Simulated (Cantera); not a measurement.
Charge: 1 mol CH₃OH, 0.2 mol CO₂, held at 550 K.

Points: P (Pa) = 10, 160, 2500, 40000, 630000, 1e+07.

Cantera's Mixture.equilibrate('TP', solver="vcs", rtol=1e-11, max_steps=5000) on the NASA tables stopped like this:

```
ERROR: FAILURE its = 5001!

*******************************************************************************
CanteraError thrown by MultiPhase::equilibrate:
VCS solver failed. Return code: -1
*******************************************************************************
```

Question: What got this run through?

Answer: This is not unique; one that fits is The failure is numerical, not chemical. The same input converged with solver="gibbs", rtol=1e-10, max_steps=50000, and the result passed a check of the equilibrium conditions:
```
log10 of partial pressures in bar; condensed amounts in mol
      P/Pa        H2       H2O       CH4       CO2        CO     C(gr)    H2O(L)
        10    -4.215    -4.767    -5.804    -4.716    -5.925    0.6574         0
       160    -3.215    -3.225    -3.802    -3.633    -5.384    0.6814         0
      2500    -2.446    -1.892    -2.264    -2.504    -4.819    0.5709         0
     4e+04    -1.794    -0.646    -0.961    -1.316    -4.225    0.5154         0
   6.3e+05    -1.182     0.562     0.262    -0.122    -3.628    0.4994         0
     1e+07    -0.483     1.687     1.660     0.728    -3.203    0.8221    0.9612
```

The gas is ideal and each condensed phase is pure. The ideal-gas law is rough above about 30 bar.
